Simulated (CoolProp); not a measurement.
The fluid at 293.15 K and 10.3 MPa is throttled through a valve to 2.82 MPa with no heat exchange. The same conditions are run with several fluids, on thermodynamics alone (safety and materials aside).

The numbers come from the reference Helmholtz-energy equation of state of each fluid (ethylene: Smukala 2000; dry air: Lemmon 2000; methane: Setzmann 1991; nitrogen: Span 2000; oxygen: Schmidt 1985) in CoolProp. Blends and air are pseudo-pure fits.

Rank ethylene, dry air, methane, nitrogen, oxygen by temperature change (K), highest first.

nitrogen (-13.5), dry air (-14.7), oxygen (-18.9), methane (-33.0), ethylene (-35.7)

```json
[
 {"fluid": "ethylene", "final phase": "two-phase, vapour fraction 0.380", "final density (kg/m³)": "121"},
 {"fluid": "dry air", "final phase": "gas", "final density (kg/m³)": "35.7"},
 {"fluid": "methane", "final phase": "gas", "final density (kg/m³)": "22.7"},
 {"fluid": "nitrogen", "final phase": "gas", "final density (kg/m³)": "34.3"},
 {"fluid": "oxygen", "final phase": "gas", "final density (kg/m³)": "40.6"}
]
```
